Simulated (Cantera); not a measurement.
Source: NASA polynomial tables (part measured, part estimated), evaluated in Cantera. Values are per mole of reaction as written; species without (g) are pure solids or liquids, kept so even where they would boil at 1 bar. VN: taken at fixed stoichiometry.

2 NH3(g) + 10 VO2(g) = 3 H2(g) + 2 VN + 4 V2O5

| T (K) | ΔH° (kJ) | ΔS° (J/K) | ΔG° (kJ) | log10 K | condensed phases |
|---|---|---|---|---|---|
| 300 | -4218.2 | -2048.3 | -3603.7 | 627.45 | VN(s), V2O5(s) |
| 1175 | -3738.6 | -1442.8 | -2043.3 | 90.83 | VN(s), V2O5(l) |
| 1200 | -3731.5 | -1436.8 | -2007.3 | 87.37 | VN(s), V2O5(l) |
| 1225 | … | … | … | … | VN(s), V2O5(l) |
| 1250 | -3717.3 | -1425.3 | -1935.7 | 80.89 | VN(s), V2O5(l) |
| 1275 | … | … | … | … | VN(s), V2O5(l) |
| 1300 | … | … | … | … | VN(s), V2O5(l) |
| 1325 | … | … | … | … | VN(s), V2O5(l) |
| 1350 | -3689.2 | -1403.6 | -1794.3 | 69.42 | VN(s), V2O5(l) |
| 1375 | -3682.2 | -1398.5 | -1759.3 | 66.83 | VN(s), V2O5(l) |
| 1400 | -3675.2 | -1393.5 | -1724.4 | 64.34 | VN(s), V2O5(l) |
| 1425 | -3668.3 | -1388.6 | -1689.6 | 61.93 | VN(s), V2O5(l) |

Q: Some entries are withheld; supply them.

A: 
- 1225, ΔH° (kJ): -3724.4
- 1225, ΔS° (J/K): -1431.0
- 1225, ΔG° (kJ): -1971.4
- 1225, log10 K: 84.06
- 1275, ΔH° (kJ): -3710.3
- 1275, ΔS° (J/K): -1419.7
- 1275, ΔG° (kJ): -1900.2
- 1275, log10 K: 77.85
- 1300, ΔH° (kJ): -3703.2
- 1300, ΔS° (J/K): -1414.2
- 1300, ΔG° (kJ): -1864.7
- 1300, log10 K: 74.92
- 1325, ΔH° (kJ): -3696.2
- 1325, ΔS° (J/K): -1408.9
- 1325, ΔG° (kJ): -1829.5
- 1325, log10 K: 72.12
